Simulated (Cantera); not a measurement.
An isothermal plug-flow reactor at 775 K and 5.00 bar (inlet), inlet velocity 1 m/s, active area per volume 410 1/m; feed 0.361 % CO, 18.5 % O2, 73.2 % N2, 7.88 % H2O, equivalence ratio 0.0097.

Detailed kinetics in Cantera: Deutschmann's 1995 Pt surface mechanism with GRI-Mech 3.0 gas chemistry. Catalytic surfaces can have several steady states; this one follows from the mechanism file's or the stated starting coverage. Mass transfer to the wall is taken as infinitely fast.

x: gas mole fraction; θ: surface coverage.

```tsv
z (m)	x CO	x O2	x H2O	x CO2	θ free Pt	θ O*	θ OH*
0.00075	0.00357	0.185	0.0788	4.31e-5	0.0111	0.980	0.00801
0.0016	0.00352	0.185	0.0788	9.10e-5	0.0111	0.980	0.00800
0.0035	0.00342	0.185	0.0788	?	0.0110	0.981	0.00798
0.0075	0.00322	0.185	0.0788	0.000400	0.0108	0.981	0.00793
0.016	?	0.185	0.0788	?	0.0106	0.981	0.00784
0.035	0.00217	0.185	0.0788	0.00144	0.0102	0.982	0.00769
0.075	0.00130	0.184	0.0789	0.00232	0.00974	0.983	0.00753
```

Complete the blanks.


- 0.0035, x CO2: 0.000195
- 0.016, x CO: 0.00283
- 0.016, x CO2: 0.000782
